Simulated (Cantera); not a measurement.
Input (Python, Cantera) and output of one run.

```python
import numpy as np
import cantera as ct

gas_names = [...]  # 131 gases of nasa_gas.yaml made of C, H, O
cond_names = """
    C(gr) C6H6(L) C7H8(L) C8H18(L),n-octa H2O(s) H2O(L)
""".split()


# ... load() reads the species with a 1 bar reference pressure and builds the phases ...
atoms = {
    'CH3OH': {'C': 1, 'H': 4, 'O': 1},
    'H2': {'H': 2},
}
top_T = {'C(gr)': 4500}  # K; cautious upper limits of use, not melting points


# ... equilibrate(T, P, feed) seeds the gas with the atoms and calls Mixture.equilibrate('TP', solver="vcs", rtol=1e-11, max_steps=5000) ...
results = []
feed = {'CH3OH': 1, 'H2': 2.7}  # mol
P = 100000  # Pa
for T in [3000, 3250, 3500, 3750, 4000, 4250, 4500, 4750, 5000]:
    mix = equilibrate(T, P, feed)
    results.append((T, P, feed, dict(zip(mix.species_names, mix.species_moles))))
    x = sorted(zip(gas.X, gas.species_names), reverse=True)
    print(f"T = {T:g} K  P = {P:g} Pa  gas = {mix.phase_moles(0):.4g} mol")
    print("   x: " + "  ".join(f"{s} {v:.3e}" for v, s in x if v > 1e-05))
    print("   condensed (mol): " + ("  ".join(f"{mix.phase(i).name} {mix.phase_moles(i):.4g}"
          for i in range(1, mix.n_phases) if mix.phase_moles(i) > 1e-12) or "none"))
```

Output:

```
T = 3000 K  P = 100000 Pa  gas = 6.104 mol
   x: H2 7.037e-01  CO 1.638e-01  H 1.325e-01  H2O 4.583e-05  C2H2,acetylene 2.140e-05
   condensed (mol): none
T = 3250 K  P = 100000 Pa  gas = 6.508 mol
   x: H2 5.980e-01  H 2.483e-01  CO 1.536e-01  H2O 3.785e-05  C2H2,acetylene 1.545e-05
   condensed (mol): none
T = 3500 K  P = 100000 Pa  gas = 7.126 mol
   x: H2 4.594e-01  H 4.002e-01  CO 1.403e-01  H2O 3.235e-05  C 2.583e-05  OH 1.298e-05
   condensed (mol): none
T = 3750 K  P = 100000 Pa  gas = 7.921 mol
   x: H 5.608e-01  H2 3.129e-01  CO 1.262e-01  C 6.806e-05  H2O 2.908e-05  O 2.792e-05  OH 2.727e-05
   condensed (mol): none
T = 4000 K  P = 100000 Pa  gas = 8.738 mol
   x: H 6.952e-01  H2 1.902e-01  CO 1.143e-01  C 1.569e-04  O 9.970e-05  OH 4.855e-05  H2O 2.273e-05
   condensed (mol): none
T = 4250 K  P = 100000 Pa  gas = 9.396 mol
   x: H 7.860e-01  H2 1.072e-01  CO 1.061e-01  C 3.558e-04  O 2.868e-04  OH 7.059e-05  H2O 1.495e-05  CH 1.232e-05
   condensed (mol): none
T = 4500 K  P = 100000 Pa  gas = 9.828 mol
   x: H 8.386e-01  CO 1.009e-01  H2 5.882e-02  C 7.819e-04  O 7.046e-04  OH 9.033e-05  CH 1.657e-05
   condensed (mol): none
T = 4750 K  P = 100000 Pa  gas = 10.09 mol
   x: H 8.665e-01  CO 9.748e-02  H2 3.268e-02  C 1.629e-03  O 1.547e-03  OH 1.077e-04  CH 2.168e-05
   condensed (mol): none
T = 5000 K  P = 100000 Pa  gas = 10.24 mol
   x: H 8.804e-01  CO 9.442e-02  H2 1.874e-02  C 3.191e-03  O 3.108e-03  OH 1.232e-04  CH 2.755e-05
   condensed (mol): none
```

These are equilibrium values from Cantera (NASA tables, ideal gas, pure condensed phases), not measurements of a reactor.
